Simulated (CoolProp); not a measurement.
Model: reference Helmholtz-energy equation of state, Beckmüller 2019, in CoolProp.

Task: Give the vapour pressure (MPa), liquid density (kg/m³), enthalpy of vaporisation (kJ/kg), liquid conductivity (mW/(m K)) of saturated n-octane at 105.65, 117.85, 166.55 °C.

Result: 
| T (°C) | p (MPa) | liquid density (kg/m³) | enthalpy of vaporisation (kJ/kg) | liquid conductivity (mW/(m K)) |
|---|---|---|---|---|
| 105.65 | 0.0561 | 630 | 315 | 102 |
| 117.85 | 0.0812 | 619 | 307 | 98.5 |
| 166.55 | 0.279 | 570 | 271 | 86.6 |

Thermal conductivity comes from a separate model (Huber 2005).
